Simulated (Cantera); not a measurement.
Input (Python, Cantera) and output of one run.

```python
import numpy as np
import cantera as ct

gas_names = """
    CL CLF CLF3 CL2 F F2 H HCL HF H2 H2F2 H3F3 H4F4 H5F5 H6F6 H7F7 K KCL KF KH K2 K2CL2 K2F2
""".split()
cond_names = """
    K(cr) K(L) KCL(s) KCL(L) KF(s) KF(L) KHF2(a) KHF2(b) KHF2(L)
""".split()


# ... load() reads the species with a 1 bar reference pressure and builds the phases ...
atoms = {
    'KCl': {'K': 1, 'CL': 1},
    'H2': {'H': 2},
    'HF': {'H': 1, 'F': 1},
}
top_T = {}  # K; cautious upper limits of use, not melting points


# ... equilibrate(T, P, feed) seeds the gas with the atoms and calls Mixture.equilibrate('TP', solver="vcs", rtol=1e-11, max_steps=5000) ...
results = []
feed = {'KCl': 1, 'H2': 170, 'HF': 2.8}  # mol
T = 1548  # K
P = 0.11  # Pa
mix = equilibrate(T, P, feed)
results.append((T, P, feed, dict(zip(mix.species_names, mix.species_moles))))
x = sorted(zip(gas.X, gas.species_names), reverse=True)
print(f"T = {T:g} K  P = {P:g} Pa  gas = {mix.phase_moles(0):.4g} mol")
print("   x: " + "  ".join(f"{s} {v:.3e}" for v, s in x if v > 0.001))
print("   condensed (mol): " + ("  ".join(f"{mix.phase(i).name} {mix.phase_moles(i):.4g}"
      for i in range(1, mix.n_phases) if mix.phase_moles(i) > 1e-12) or "none"))
```

Result:

```
T = 1548 K  P = 0.11 Pa  gas = 176.7 mol
   x: H2 9.459e-01  H 2.855e-02  HF 1.581e-02  K 4.042e-03  HCL 3.980e-03  KCL 1.584e-03
   condensed (mol): none
```

Cantera equilibrium calculation (NASA polynomials, part measured and part estimated; ideal gas, pure solids and liquids).
